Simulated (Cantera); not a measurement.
A Cantera script and what it prints.

```python
import numpy as np
import cantera as ct

gas_names = """
    CL CL2 H HCL H2 N NH NH2 NH3 N2 N2H2 N2H4 Si SiCL SiCL2 SiCL3 SiCL4 SiH SiHCL3 SiH2 SiH2CL2 SiH3
    SiH3CL SiH4 SiN Si2 Si2N Si3
""".split()
cond_names = """
    NH4CL(a) NH4CL(b) Si(cr) Si(L) Si3N4(a)
""".split()


# ... load() reads the species with a 1 bar reference pressure and builds the phases ...
atoms = {
    'Si2Cl6': {'Si': 2, 'CL': 6},
    'NH3': {'N': 1, 'H': 3},
    'N2': {'N': 2},
}
top_T = {'Si3N4(a)': 2400}  # K; cautious upper limits of use, not melting points


# ... equilibrate(T, P, feed) seeds the gas with the atoms and calls Mixture.equilibrate('TP', solver="vcs", rtol=1e-11, max_steps=5000) ...
results = []
feed = {'Si2Cl6': 1, 'NH3': 41, 'N2': 81}  # mol
P = 2100  # Pa
for T in [1248, 1323, 1398, 1473, 1548, 1623, 1698, 1773, 1848, 1923, 1998, 2073]:
    mix = equilibrate(T, P, feed)
    results.append((T, P, feed, dict(zip(mix.species_names, mix.species_moles))))

top = {s: max(r[3][s] / sum(r[3][g] for g in gas_names) for r in results) for s in gas_names}
cols = sorted((s for s in top if top[s] > 1e-05), key=lambda s: -top[s])[:9]
seen = [c for c in cond_names if any(r[3].get(c, 0) > 1e-12 for r in results)]
print("log10 of partial pressures in bar; condensed amounts in mol")
print(f"{'T/K':>10s}" + "".join(f"{s[:9]:>10s}" for s in cols + seen))
for T, P, feed, n in results:
    ng = sum(n[g] for g in gas_names)
    print(f"{T:10.4g}" + "".join(f"{np.log10(max(n[s] / ng * P / 1e5, 1e-99)):10.3f}" for s in cols)
          + "".join(f"{n.get(c, 0):10.4g}" for c in seen))
```

Output:

```
log10 of partial pressures in bar; condensed amounts in mol
       T/K        N2        H2       HCL         H     SiCL2        Si      SiCL        CL       SiH     Si(L)  Si3N4(a)
      1248    -1.894    -2.127    -3.116    -7.394    -7.059   -14.464   -12.534    -8.451   -14.480         0    0.6663
      1323    -1.894    -2.127    -3.117    -6.863    -6.437   -12.819   -11.268    -7.929   -13.018         0    0.6656
      1398    -1.894    -2.127    -3.118    -6.389    -5.884   -11.353   -10.140    -7.463   -11.715         0    0.6631
      1473    -1.894    -2.127    -3.121    -5.961    -5.395   -10.039    -9.132    -7.047   -10.547         0    0.6558
      1548    -1.894    -2.127    -3.129    -5.575    -4.965    -8.854    -8.228    -6.675    -9.494         0    0.6378
      1623    -1.894    -2.126    -3.147    -5.224    -4.598    -7.780    -7.421    -6.348    -8.540         0    0.5998
      1698    -1.893    -2.125    -3.180    -4.903    -4.298    -6.802    -6.704    -6.066    -7.673         0    0.5329
      1773    -1.893    -2.124    -3.231    -4.608    -4.068    -5.909    -6.070    -5.829    -6.880         0    0.4346
      1848    -1.892    -2.126    -3.274    -4.339    -3.959    -5.203    -5.596    -5.605    -6.267     1.042         0
      1923    -1.893    -2.128    -3.267    -4.090    -3.986    -4.770    -5.333    -5.353    -5.922    0.9739         0
      1998    -1.894    -2.131    -3.263    -3.860    -4.015    -4.371    -5.092    -5.120    -5.603    0.7569         0
      2073    -1.896    -2.136    -3.263    -3.648    -4.047    -4.001    -4.871    -4.907    -5.310    0.2358         0
```

These are equilibrium values from Cantera (NASA tables, ideal gas, pure condensed phases), not measurements of a reactor. The feed counts by its element totals alone. The tables' values for SiCl, SiN, SiCl3 are old estimates; treat these amounts as uncertain. Gases not in the tables: Si2H6 and higher silanes.
